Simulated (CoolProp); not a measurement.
Octamethyltrisiloxane (MDM) along the isotherm 575 K: density (kg/m³) from the reference equation and from simpler models built on Tc = 565.4 K, pc = 1438 kPa, ω = 0.528; each cubic takes its own stable root.

Computed with CoolProp (reference Helmholtz-energy equation of state, Thol 2017).

```
p (kPa)          phase  reference  Redlich-Kwong  Peng-Robinson
-------  -------------  ---------  -------------  -------------
270                gas      14.23          14.26          14.35
539                gas      30.65          30.74          31.13
809                gas      50.61          50.72          51.68
1080               gas      76.86          76.74          78.60
1350               gas      117.4          116.6          119.0
1620     supercritical      236.6          255.2          223.4
1890     supercritical      375.4          323.4          335.1
2160     supercritical      409.4          352.8          375.0
```
